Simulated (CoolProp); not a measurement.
The fluid at 298.15 K and 5.9 MPa (supercritical) is heated at constant pressure to 384.2 K. The same conditions are run with several fluids, on thermodynamics alone (safety and materials aside).

Computed with CoolProp (reference Helmholtz-energy equation of state of each fluid (oxygen: Schmidt 1985; ethylene: Smukala 2000; dry air: Lemmon 2000; normal hydrogen: Leachman 2009; carbon monoxide: Lemmon 2006)). Blends and air are pseudo-pure fits.

```csv
fluid,heat (kJ/kg),final density (kg/m³)
oxygen,85.8,59.2
ethylene,___,___
dry air,92.7,___
normal hydrogen,1250,3.62
carbon monoxide,96.5,51.0
```

Task: What belongs in the gaps?

Result: 
- ethylene, heat (kJ/kg): 235
- ethylene, final density (kg/m³): 60.7
- dry air, final density (kg/m³): 52.8

Above 300 K oxygen's equation is extrapolated.
